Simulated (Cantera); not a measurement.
Transport properties of process gases

Gas mixture: N2 : NO = 0.86 : 0.35 (molar parts), at 0.0263 atm, frozen composition.

Cantera's kinetic-theory transport with the Lennard-Jones parameters of GRI-Mech 3.0, ideal gas; thermal conductivity in the multicomponent form. The composition is frozen, though it would react at the higher temperatures.

| T (K) | ρ (kg/m³) | cp (J/kg/K) | μ (µPa s) | λ (mW/m/K) | Pr | D (cm²/s) NO | D (cm²/s) H2 | D (cm²/s) N2 |
|---|---|---|---|---|---|---|---|---|
| 400 | 0.0229 | 1032 | 22.6 | 32.8 | 0.710 | 12.9 | 48.2 | 12.9 |
| 650 | 0.0141 | 1075 | 31.5 | 48.0 | 0.707 | 29.4 | 109 | 29.4 |
| 900 | 0.0102 | 1137 | 39.1 | 63.0 | 0.706 | 50.8 | 187 | 50.8 |
| 1150 | 0.00797 | 1183 | 45.9 | 76.9 | 0.706 | 76.4 | 280 | 76.4 |
| 1400 | 0.00655 | 1216 | 52.2 | 89.9 | 0.706 | 106 | 388 | 106 |
| 1650 | 0.00556 | 1241 | 58.0 | 102 | 0.706 | 139 | 509 | 139 |
| 1900 | 0.00482 | 1260 | 63.6 | 114 | 0.705 | 176 | 643 | 176 |
| 2150 | 0.00426 | 1274 | 68.9 | 124 | 0.705 | 216 | 789 | 216 |
D: mixture-averaged diffusion coefficient of that species in the mixture.
